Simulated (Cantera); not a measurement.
Charge: 1 mol TiO₂, 0.85 mol C, 1.7 mol H₂, at 1.00 bar.

These are equilibrium values from Cantera (NASA tables, ideal gas, pure condensed phases), not measurements of a reactor. Candidate condensed phases: C, C₆H₆, C₇H₈, C₈H₁₈, H₂O, Ti, TiC, TiO, TiO₂, Ti₂O₃, Ti₃O₅, Ti₄O₇; 113 gas species. Mutual solubility and eutectic melting of coexisting phases are not modelled. TiC: taken at fixed stoichiometry. The numbers say what is thermodynamically allowed, not how fast it happens.

### Question
Which condensed phases are stable at each of these points (T (K)): 1450, 1500, 1550, 1600, 1650, 1700, 1750, 1800?

### Answer
```tsv
T (K)	condensed phases	Ti condensed (%)
1450	C(graphite) + Ti₃O₅(s)	100.0
1500	C(graphite) + TiC(s) + Ti₃O₅(s)	100.0
1550	TiC(s) + Ti₃O₅(s)	100.0
1600	TiC(s) + Ti₂O₃(s)	100.0
1650	TiC(s) + Ti₂O₃(s)	100.0
1700	TiC(s) + Ti₂O₃(s)	100.0
1750	TiC(s) + Ti₂O₃(s)	100.0
1800	TiC(s) + Ti₂O₃(s)	100.0
```

At 1450 K the condensed part is C(graphite) + Ti₃O₅(s). At 1500 K the condensed part is C(graphite) + TiC(s) + Ti₃O₅(s). At 1550 K the condensed part is TiC(s) + Ti₃O₅(s). From 1600 K to 1800 K the condensed part is TiC(s) + Ti₂O₃(s).
